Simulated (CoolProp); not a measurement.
Saturation properties of R143a (Tc = 72.7 °C, pc = 3.762 MPa, ω = 0.261).

Computed with CoolProp (reference Helmholtz-energy equation of state, Lemmon and Jacobsen 2000).

| T (°C) | p (MPa) | liquid density (kg/m³) | enthalpy of vaporisation (kJ/kg) | surface tension (mN/m) |
|---|---|---|---|---|
| -79.65 | 0.01610 | 1251 | 247.6 | 19.3 |
| -68.55 | 0.03264 | 1223 | 240.7 | 17.5 |
| -57.45 | 0.06082 | 1194 | 233.6 | 15.8 |
| -46.35 | 0.1057 | 1164 | 226.0 | 14.2 |
| -35.25 | 0.1732 | 1133 | 218.0 | 12.5 |
| -24.15 | 0.2701 | 1101 | 209.4 | 10.9 |
| -13.05 | 0.4039 | 1067 | 200.0 | 9.40 |
| -1.95 | 0.5829 | 1031 | 189.7 | 7.90 |
| 9.25 | 0.8183 | 991.8 | 178.2 | 6.45 |

It boils at -47.2 °C under 1 atm.

Surface tension comes from a separate correlation (Mulero 2014).
